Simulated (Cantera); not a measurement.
A perfectly stirred reactor is fed with 0.268 % CH4, 99.4 % H2, 0.288 % CO2, at 9.00 Torr; it is held at 3000 K, and followed from long to short residence time.

Detailed kinetics in Cantera: GRI-Mech 3.0 (53 species, 325 reactions). Radical loss at walls, strong at low pressure, is not modelled.

x: mole fraction; the columns are a selection and need not sum to one.

```csv
τ (s),x CH4,x H2,x CO2,x CO,x HO2,x CH2CO
6.7,2.33e-10,0.273,7.21e-8,0.00353,<1e-12,<1e-12
2.4,7.72e-10,0.298,8.77e-8,0.00360,<1e-12,<1e-12
0.85,3.62e-9,0.357,1.33e-7,0.00375,<1e-12,<1e-12
0.30,3.94e-8,0.473,2.75e-7,0.00404,<1e-12,1.20e-11
0.11,8.61e-7,0.636,8.30e-7,0.00436,1.67e-12,5.34e-10
0.039,1.51e-5,0.796,3.83e-6,0.00425,5.23e-12,9.98e-9
0.014,0.000117,0.889,1.88e-5,0.00346,1.04e-11,4.24e-8
0.0049,(withheld),0.931,(withheld),(withheld),9.27e-12,(withheld)
0.0018,(withheld),0.954,(withheld),(withheld),7.14e-12,(withheld)
0.00063,0.00187,0.974,0.00126,0.00160,6.73e-12,5.88e-9
0.00022,0.00228,0.986,0.00244,0.000435,3.87e-12,6.93e-10
```

Problem. Complete the blanks.

Solution. 
- 0.0049, x CH4: 0.000469
- 0.0049, x CO2: 8.76e-5
- 0.0049, x CO: 0.00289
- 0.0049, x CH2CO: 4.62e-8
- 0.0018, x CH4: 0.00113
- 0.0018, x CO2: 0.000348
- 0.0018, x CO: 0.00252
- 0.0018, x CH2CO: 2.26e-8
